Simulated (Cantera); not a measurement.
# SiH₂Cl₂ + NH₃ (silicon nitride deposition)

Charge: 1 mol SiH₂Cl₂, 2.4 mol NH₃, equilibrated at 1648.15 K and 1.00 bar.

Method: chemical equilibrium by Gibbs-energy minimisation in Cantera with the NASA 1993 tables (ideal gas, pure condensed phases). Candidate condensed phases: NH₄Cl, Si, Si₃N₄; 28 gas species. The tables' values for SiCl₃ are old estimates; treat these amounts as uncertain. The numbers say what is thermodynamically allowed, not how fast it happens.

| Item | Result |
|---|---|
| x(H₂) | 0.612 |
| x(HCl) | 0.261 |
| x(N₂) | 0.102 |
| x(SiCl₂) | 0.0139 |
| x(SiCl₃) | 0.00486 |
| x(SiCl₄) | 0.00376 |
| x(SiHCl₃) | 0.00147 |
| x(SiH₂Cl₂) | 9.81e-5 |
| x(H) | 6.98e-5 |
| n(Si₃N₄(s)) | 0.284 mol |
| gas amount | 6.185 mol |
| log10 activity of Si(s) (absent) | -1.46 |
